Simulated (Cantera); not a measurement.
Pyrogenic steam for wet oxidation

An isothermal, constant-pressure homogeneous reactor starts with 28.1 % H2, 36.0 % O2, 36.0 % N2, equivalence ratio 0.39, at 975 K and 0.470 bar.

Model: GRI-Mech 3.0 (53 species, 325 reactions), integrated in Cantera. The temperature is held fixed by assumption; the heat of reaction is taken as removed at once.

```json
[
 {"t (s)": "9.00e-6", "x H2": "0.281", "x O2": "0.360", "x NO": "<1e-12", "x H": "1.56e-10", "x O": "2.74e-11", "x N2O": "<1e-12"},
 {"t (s)": "3.04e-5", "x H2": "0.281", "x O2": "0.360", "x NO": "<1e-12", "x H": "1.15e-9", "x O": "2.57e-10", "x N2O": "<1e-12"},
 {"t (s)": "0.000103", "x H2": "0.281", "x O2": "0.360", "x NO": "<1e-12", "x H": "1.47e-7", "x O": "3.40e-8", "x N2O": "<1e-12"},
 {"t (s)": "0.000347", "x H2": "0.0984", "x O2": "0.291", "x NO": "1.44e-7", "x H": "0.00250", "x O": "0.00102", "x N2O": "3.39e-9"},
 {"t (s)": "0.00117", "x H2": "0.0662", "x O2": "0.280", "x NO": "5.84e-8", "x H": "6.54e-7", "x O": "5.01e-7", "x N2O": "4.80e-9"},
 {"t (s)": "0.00397", "x H2": "0.0657", "x O2": "0.280", "x NO": "4.27e-8", "x H": "8.12e-7", "x O": "6.39e-7", "x N2O": "4.84e-9"},
 {"t (s)": "0.0134", "x H2": "0.0628", "x O2": "0.278", "x NO": "5.39e-8", "x H": "1.43e-6", "x O": "1.11e-6", "x N2O": "5.06e-9"},
 {"t (s)": "0.0453", "x H2": "0.0474", "x O2": "0.272", "x NO": "5.65e-8", "x H": "1.62e-6", "x O": "1.45e-6", "x N2O": "6.21e-9"},
 {"t (s)": "0.153", "x H2": "0.0169", "x O2": "0.261", "x NO": "3.81e-8", "x H": "5.45e-7", "x O": "1.01e-6", "x N2O": "9.79e-9"},
 {"t (s)": "0.518", "x H2": "0.00161", "x O2": "0.256", "x NO": "1.28e-8", "x H": "2.58e-8", "x O": "1.88e-7", "x N2O": "1.49e-8"},
 {"t (s)": "1.75", "x H2": "0.000167", "x O2": "0.255", "x NO": "3.54e-9", "x H": "6.08e-10", "x O": "7.39e-9", "x N2O": "1.65e-8"},
 {"t (s)": "5.92", "x H2": "2.64e-5", "x O2": "0.255", "x NO": "2.38e-9", "x H": "3.10e-11", "x O": "4.10e-10", "x N2O": "1.67e-8"},
 {"t (s)": "20.0", "x H2": "2.39e-6", "x O2": "0.255", "x NO": "5.98e-9", "x H": "1.81e-12", "x O": "2.50e-11", "x N2O": "1.63e-8"}
]
```
x: mole fraction; the columns are a selection and need not sum to one.

Equilibrium at this temperature and pressure: H2 3.86e-11, O2 0.255, NO 1.91e-5, H <1e-12, O 5.35e-11, N2O 8.03e-10 (gas phase only).
